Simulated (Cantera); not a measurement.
Input: 1 mol V, 1.3 mol NH₃, 50 mol N₂, equilibrated at 1398.15 K and 0.100 bar.

Method: chemical equilibrium by Gibbs-energy minimisation in Cantera with the NASA 1993 tables (ideal gas, pure condensed phases). Candidate condensed phases: V, VN; 11 gas species. VN: taken at fixed stoichiometry. Condensed phases not in the tables: V₂N. The numbers say what is thermodynamically allowed, not how fast it happens.

Q: What is the equilibrium state?

A: 
```
Quantity                             Value
-------------------------------  ---------
x(N₂)                                0.963
x(H₂)                               0.0374
x(H)                               2.90e-6
n(VN(s))                          1.00 mol
gas amount                       52.10 mol
log10 activity of V(s) (absent)      -3.19
```
